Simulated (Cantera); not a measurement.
Charge: 1 mol C2H5OH, 3.4 mol CO2, 33 mol H2, at 1823 K and 0.100 bar.

Cantera equilibrium calculation (NASA polynomials, part measured and part estimated; ideal gas, pure solids and liquids). Candidate condensed phases: C, C6H6, C7H8, C8H18, H2O; 110 gas species. Kinetics and transport are ignored.

Base state: H2 0.813, CO 0.128, H2O 0.0557, CO2 0.00224, H 0.00124 (mole fractions); condensed: gas only.

Q: What changes in the equilibrium state with this change: temperature from 1823 K to 1425 K?

A: 
```csv
species,before,after
H2,0.813,0.815
CO,0.128,0.127
H2O,0.0557,0.0543
CO2,0.00224,0.00371
H,0.00124,1.95e-5
```

Q: What changes in the equilibrium state with this change: pressure from 0.100 bar to 1 atm?

A: 
```csv
species,before,after
H2,0.813,0.813
CO,0.128,0.128
H2O,0.0557,0.0557
H,0.00124,0.000388
CO2,0.00224,0.00224
```
